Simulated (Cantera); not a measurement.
A closed system holds: 1 mol Ta2O5, 17 mol CO, 0.15 mol H2, at 1073.15 K and 0.0100 bar.

Equilibrium computed with Cantera from the NASA thermochemical tables; the gas is ideal and each condensed phase is pure. Candidate condensed phases: C, C6H6, C7H8, C8H18, H2O, Ta, TaC, Ta2O5; 113 gas species. The numbers say what is thermodynamically allowed, not how fast it happens.

Base state: CO 0.990, H2 0.00875, CO2 0.00138, H2O 1.12e-5 (mole fractions); condensed: C(graphite) + Ta2O5(s).

Task: What changes in the equilibrium state with this change: 0.97 mol O2 added?

Result: 
| species | before | after |
|---|---|---|
| CO | 0.990 | 0.879 |
| CO2 | 0.00138 | 0.112 |
| H2 | 0.00875 | 0.00782 |
| H2O | 1.12e-5 | 0.000922 |
| C(graphite), mol | 0.0238 | 0 |
| Ta2O5(s), mol | 1.00 | 1.00 |
